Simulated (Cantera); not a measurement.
An adiabatic, constant-volume homogeneous reactor starts with H₂ : O₂ : N₂ = 1 : 0.312 : 2.62 (molar parts), equivalence ratio 1.6, at 1023 K and 638 Torr.

Detailed kinetics in Cantera: GRI-Mech 3.0 (53 species, 325 reactions).

x: mole fraction; the columns are a selection and need not sum to one.

```
t (s)     T (K)  P (bar)    x H₂      x O₂        x NO         x H       x H₂O       x NO₂      x OH
--------  -----  -------  ------  --------  ----------  ----------  ----------  ----------  --------
7.00e-6    1023    0.850   0.254    0.0793      <1e-12    1.67e-10    3.90e-11      <1e-12  3.60e-12
1.97e-5    1023    0.850   0.254    0.0793      <1e-12    6.24e-10    4.36e-10      <1e-12  1.49e-11
5.57e-5    1023    0.850   0.254    0.0793      <1e-12  (withheld)  (withheld)      <1e-12  1.13e-10
0.000157   1023    0.850   0.254    0.0793      <1e-12     3.87e-7     7.91e-7      <1e-12   9.61e-9
0.000443   2214     1.72  0.0955  0.000733     3.47e-5      0.0240       0.161    6.43e-10   0.00577
0.00125    2420     1.86   0.102   3.03e-5     6.31e-5     0.00462       0.170    9.18e-10   0.00145
0.00352    2424     1.86   0.102   2.49e-5  (withheld)     0.00420       0.170  (withheld)   0.00132
0.00994    2423     1.86   0.102   2.48e-5    0.000140     0.00419       0.170     2.00e-9   0.00132
0.0280     2423     1.86   0.102   2.46e-5    0.000197     0.00419       0.170     2.81e-9   0.00131
0.0790     2423     1.86   0.102   2.46e-5    0.000208     0.00419       0.170     2.95e-9   0.00131
0.223      2423     1.86   0.102   2.46e-5    0.000208     0.00419       0.170     2.95e-9   0.00131
0.629      2423     1.86   0.102   2.46e-5    0.000208     0.00419       0.170     2.95e-9   0.00131
1.77       2423     1.86   0.102   2.46e-5    0.000208     0.00419       0.170     2.95e-9   0.00131
5.00       2423     1.86   0.102   2.46e-5    0.000208     0.00419       0.170     2.95e-9   0.00131
```

**Question.** Some entries are withheld; supply them.

**Answer.** 
- 5.57e-5, x H: 4.60e-9
- 5.57e-5, x H₂O: 7.07e-9
- 0.00352, x NO: 8.75e-5
- 0.00352, x NO₂: 1.25e-9
